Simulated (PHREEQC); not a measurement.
Leach liquor (model solution)

Make-up at 25 °C: 0.072 mol/kgw H2SO4, 4.95e-05 mol/kgw ZnSO4 and 0.00027 mol/kgw MnSO4. Closed to the air; pH follows from the charge balance.

Computed with PHREEQC (ion-association model, phreeqc.dat).

This is a speciation only: nothing precipitates in the calculation.

Question: Estimate the pH, ionic strength.

Answer: pH 1.14; ionic strength 0.106 mol/kgw.

Question: In which forms is Mn present?

Answer: Mn+2 71 %, MnSO4 29 % of the Mn.

Species that the database lacks are ignored.
